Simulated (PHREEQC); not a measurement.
Dissolve 2.9 mol KCl, 0.03 mol MgSO4 and 0.075 mol NaCl per kg of water at 25 °C. Closed to the air; pH follows from the charge balance.

Model: Pitzer model, pitzer.dat, run in PHREEQC.

The ionic strength comes out as 3.10 mol/kgw. The activity of water is 0.903, the density is 1.120 g/cm³ and the osmotic coefficient is 0.938.

```json
[
 {"species": "Cl-", "molality": "2.98", "activity": "1.70", "log γ": "-0.244"},
 {"species": "K+", "molality": "2.90", "activity": "1.65", "log γ": "-0.244"},
 {"species": "Na+", "molality": "0.0750", "activity": "0.0501", "log γ": "-0.176"},
 {"species": "Mg+2", "molality": "0.0300", "activity": "0.00869", "log γ": "-0.538"},
 {"species": "SO4-2", "molality": "0.0300", "activity": "0.000826", "log γ": "-1.560"},
 {"species": "H+", "molality": "1.33e-7", "activity": "1.71e-7", "log γ": "0.108"},
 {"species": "MgOH+", "molality": "9.05e-8", "activity": "7.14e-8", "log γ": "-0.103"},
 {"species": "OH-", "molality": "7.60e-8", "activity": "5.36e-8", "log γ": "-0.152"},
 {"species": "HSO4-", "molality": "3.33e-8", "activity": "1.34e-8", "log γ": "-0.394"}
]
```

Precipitation was switched off in this run.
